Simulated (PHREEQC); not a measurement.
Solution (30 °C): 0.099 mol NaHSO4, 0.00041 mol HCl and 0.25 mol CdCl2 per kg of water. Closed to the air; pH follows from the charge balance.

Computed with PHREEQC (ion-association model, wateq4f.dat).

Q: The ionic strength comes out as 0.404 mol/kgw. What activity coefficients do H+, Cd(SO4)2-2, Na+, Cl-, Cd+2 get?

A: H+ 0.77, Cd(SO4)2-2 0.28, Na+ 0.71, Cl- 0.66, Cd+2 0.28.

No solid was allowed to form.
